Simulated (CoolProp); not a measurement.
Vapour-liquid equilibrium of cyclohexane (1) + dimethyl carbonate (2) at 414 kPa; x and y are mole fractions of (1).

The numbers come from the multi-fluid Helmholtz-energy mixture model, Zhou 2014 and Zhou 2011; pair parameters Bell 2016 in CoolProp.

Give the bubble temperature and the first vapour's composition at x = 0.35, 0.5, 0.65. Is there an azeotrope?

x = 0.35: 126.9 °C, y = 0.469; x = 0.5: 125.8 °C, y = 0.543; x = 0.65: 125.8 °C, y = 0.611. y crosses x between x = 0.5 and 0.65: the model has an azeotrope there.

The pair parameters rest on a limited set of measurements; away from them the model extrapolates.
